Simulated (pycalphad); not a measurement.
Computed with pycalphad from the COST 507 light-alloy database (1999), at 1 atm. No gas phase is included, though pure Mn would boil below 2077 °C. The database dates from 1999; later assessments differ in places, in temperatures and in the compounds included. Diffusion is slow at the low end, where real alloys seldom reach equilibrium.

Molar enthalpy of Mn-0.1Si (at.%) in equilibrium (SER reference):

| T (°C) | H (kJ/mol) | phases |
|---|---|---|
| 2077 | 102.70 | LIQUID |
| 1927 | 95.50 | LIQUID |
| 1777 | 88.30 | LIQUID |
| 1627 | 81.11 | LIQUID |
| 1477 | 73.91 | LIQUID |
| 1327 | 66.71 | LIQUID |
| 1252 | 63.11 | LIQUID |
| 1177 | 46.78 | BCC_A2 |
| 1102 | 41.64 | FCC_A1 |
| 1027 | 36.42 | CUB_A13 |
| 877 | 30.56 | CUB_A13 |
| 727 | 24.97 | CUB_A13 |
| 577 | 17.22 | CBCC_A12 |
| 427 | 12.03 | CBCC_A12 |
| 277 | 7.19 | CBCC_A12 |

Cooling from 1252 °C to 1177 °C, across the freezing range, releases 16.3 kJ/mol, or 297 J/g. The slope is 48 J/(mol K) in the liquid and 69 J/(mol K) just below the solidus, where it includes any heat of precipitation. Liquidus 1245 °C, solidus 1245 °C. Changes were sought between steps of 75 K, so a narrower field can be missed.

FCC_A1 is fcc; BCC_A2 is bcc; CBCC_A12 is α-Mn; CUB_A13 is β-Mn.
